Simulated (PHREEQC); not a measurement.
Consider water at 25 °C with 4.4 mmol/kgw LiCl, 86 mmol/kgw NaHCO3 and 0.00092 mmol/kgw H4SiO4. Closed to the air; pH follows from the charge balance.

Equilibrium calculation in PHREEQC: ion-association model, phreeqc.dat.

No solid was allowed to form.

Q: Order these C species by the share of C that they hold, largest first: HCO3-, CO2, NaCO3-, NaHCO3, CO3-2.

A: HCO3- (94 %), NaHCO3 (2.7 %), CO2 (1.5 %), CO3-2 (0.95 %), NaCO3- (0.59 %)

The pH is 8.03 and the ionic strength 0.0884 mol/kgw. Species that the database lacks are ignored.
